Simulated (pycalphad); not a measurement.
CALPHAD calculation (pycalphad, COST 507 light-alloy database (1999)), 1 atm. The data set is of 1999 and partly superseded. Phase fractions are per mole of atoms. Diffusion is slow at the low end, where real alloys seldom reach equilibrium.

Task: Give the equilibrium state of Ti-0.2666B (wt.%) at 1350 K.

Result: bcc, fraction 0.980, with 0.04 B wt.%; BM, fraction 0.020, with 18.4 B wt.%.

Task: Give the equilibrium state of Ti-0.2666B (wt.%) at 650 K.

Result: 
```
T = 650.00 K, P = 101325 Pa, N = 1 mol of atoms
G = -25812 J/mol, H = 7739 J/mol, S = 51.62 J/(mol K)  (SER reference)
chemical potentials (J/mol): Ti -24102, B -170271
phase             fraction      x(Ti)       x(B)
HCP_A3              0.9771     0.9998   0.000246
BM                  0.0229     0.5000     0.5000
```

Database names, with the compositions (at.%) that they take in these runs: BM: Ti 50 B 50. HCP_A3 is hcp.
